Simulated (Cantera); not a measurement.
A closed system holds: 1 mol Cu, 1.5 mol F2, 0.35 mol N2, at 723.15 K and 6.10 mbar.

These are equilibrium values from Cantera (NASA tables, ideal gas, pure condensed phases), not measurements of a reactor. Candidate condensed phases: Cu, CuF2; 11 gas species. The numbers say what is thermodynamically allowed, not how fast it happens.

Base state: F2 0.418, N2 0.393, NF3 0.170, F 0.0187 (mole fractions); condensed: CuF2(s).

Problem. What changes in the equilibrium state with this change: F2 from 1.5 to 0.37 mol?

Solution. 
```tsv
species	before	after
N2	0.393	1.00
F2	0.418	<1e-9
NF3	0.170	<1e-9
F	0.0187	<1e-9
CuF2(s), mol	1.00	0.370
Cu(s), mol	0	0.630
```
